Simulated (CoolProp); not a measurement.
Dimethyl carbonate along the isotherm 600 K: Z from the reference equation and from simpler models built on Tc = 557.0 K, pc = 49.09 bar, ω = 0.346; each cubic takes its own stable root.

Computed with CoolProp (reference Helmholtz-energy equation of state, Zhou 2011).

```tsv
p (bar)	phase	reference	van der Waals	Redlich-Kwong	Soave-Redlich-Kwong	Peng-Robinson
1.55	gas	0.9914	0.9921	0.9913	0.9917	0.9906
2.34	gas	0.9870	0.9881	0.9868	0.9875	0.9858
3.53	gas	0.9804	0.9819	0.9800	0.9811	0.9786
5.33	gas	0.9702	0.9725	0.9697	0.9713	0.9675
8.04	gas	0.9548	0.9581	0.9539	0.9564	0.9507
12.1	gas	0.9311	0.9358	0.9296	0.9336	0.9251
18.3	gas	0.8936	0.8999	0.8912	0.8975	0.8850
27.6	gas	0.8337	0.8410	0.8295	0.8404	0.8222
41.6	gas	0.7321	0.7354	0.7243	0.7456	0.7201
62.8	supercritical	0.5452	0.4762	0.5144	0.5741	0.5436
94.8	supercritical	0.3796	0.4410	0.4003	0.4397	0.4067
143	supercritical	0.4469	0.5776	0.4895	0.5124	0.4669
216	supercritical	0.5956	0.7926	0.6470	0.6651	0.6024
325	supercritical	0.8192	1.105	0.8774	0.8932	0.8069
491	supercritical	1.146	1.562	1.212	1.227	1.107
```
